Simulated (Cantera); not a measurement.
A closed system holds: 1 mol Si₂H₆, 0.084 mol O₂, a varied amount of H₂O, at 1625 K and 210 Pa.

Cantera equilibrium calculation (NASA polynomials, part measured and part estimated; ideal gas, pure solids and liquids). Candidate condensed phases: H₂O, Si, SiO₂; 18 gas species. The feed counts by its element totals alone. The tables hold silica as quartz up to 1696 K and as liquid above; real silica turns to tridymite and cristobalite and melts near 1996 K. Rates play no part.

x: gas mole fraction; n: condensed amount in mol.

```
n(H₂O) (mol)   x H₂     x H₂O     x SiO       x H      x OH     x Si      x O₂  n SiO₂(β-quartz)
------------  -----  --------  --------  --------  --------  -------  --------  ----------------
1.9           0.716   5.77e-5     0.283   0.00130   4.42e-9  1.54e-6    <1e-12            0.0676
3             0.877  0.000164     0.122   0.00144   1.13e-8  2.86e-7    <1e-12              1.17
4.6           0.897     0.101  0.000202   0.00146   6.92e-6   <1e-12  4.75e-10              2.00
7.2           0.669     0.330   4.62e-5   0.00126   2.62e-5   <1e-12   9.11e-9              2.00
11                ?         ?         ?         ?         ?   <1e-12         ?              2.00
17                ?         ?         ?         ?         ?   <1e-12         ?              2.00
27            0.227     0.772   6.71e-6  0.000734  0.000105   <1e-12   4.31e-7              2.00
```

### Question
Complete the blanks.

### Answer

- 11, x H₂: 0.487
- 11, x H₂O: 0.512
- 11, x SiO: 2.17e-5
- 11, x H: 0.00107
- 11, x OH: 4.75e-5
- 11, x O₂: 4.13e-8
- 17, x H₂: 0.341
- 17, x H₂O: 0.658
- 17, x SiO: 1.18e-5
- 17, x H: 0.000899
- 17, x OH: 7.31e-5
- 17, x O₂: 1.39e-7
